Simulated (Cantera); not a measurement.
Input: 1 mol Si, 4 mol CO₂, 3.2 mol H₂, 0.019 mol N₂O, at 11.0 mbar.

These are equilibrium values from Cantera (NASA tables, ideal gas, pure condensed phases), not measurements of a reactor. Candidate condensed phases: C, C₆H₆, C₇H₈, C₈H₁₈, H₂O, Si, SiC, SiO₂, Si₂N₂O, Si₃N₄; 151 gas species. The tables hold silica as quartz up to 1696 K and as liquid above; real silica turns to tridymite and cristobalite and melts near 1996 K. The numbers say what is thermodynamically allowed, not how fast it happens.

Question: At 1202 °C, list the 4 most abundant gas species with their mole fractions, and the condensed phases.

Answer: CO 0.444, H₂ 0.274, H₂O 0.169, CO₂ 0.110. Condensed: SiO₂(β-quartz).
